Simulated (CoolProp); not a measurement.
Properties of trans-2-butene at several states.

The numbers come from the reference Helmholtz-energy equation of state, Lemmon 2005 in CoolProp. It is a short technical equation, of lower accuracy than the large ones.

```csv
T (K),p (MPa),phase,cp (kJ/(kg K)),cv (kJ/(kg K)),fugacity coefficient
219.7,0.864,liquid,2.048,1.423,0.008315
230.1,10.9,liquid,2.055,1.446,0.001893
302.4,11.4,liquid,2.282,1.626,0.03275
348.8,13.5,liquid,2.468,1.770,0.08815
```
